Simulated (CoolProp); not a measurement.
Vapour-liquid equilibrium of propane (1) + cyclopropane (2) at 5.01 bar; x and y are mole fractions of (1).

Computed with CoolProp (multi-fluid Helmholtz-energy mixture model, Lemmon 2009 and Polt 1992; pair parameters Bell 2016). This equation is an older, rougher fit; its heat capacities, sound speeds and derivatives of the liquid may be far off and weren't checked against measurements.

Give the bubble temperature and the first vapour's composition at x = 0.25, 0.45, 0.55. Is there an azeotrope?

x = 0.25: 280.4 K, y = 0.331; x = 0.45: 277.9 K, y = 0.528; x = 0.55: 276.9 K, y = 0.614. No azeotrope shows between x = 0.05 and 0.95.

The pair parameters rest on a limited set of measurements; away from them the model extrapolates.
